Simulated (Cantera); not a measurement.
A closed system holds: 1 mol Al, a varied amount of CO2, 250 mol N2, at 1350 K and 7.80 mbar.

These are equilibrium values from Cantera (NASA tables, ideal gas, pure condensed phases), not measurements of a reactor. Candidate condensed phases: Al, AlN, Al2O3, C; 32 gas species. Equilibrium is a limit: real reactors are often held back by kinetics, nucleation or transport.

### Question
At 1.8 mol CO2, list the 3 most abundant gas species with their mole fractions, and the condensed phases.

### Answer
N2 0.993, CO 0.00596, CO2 0.00119. Condensed: Al2O3(s).
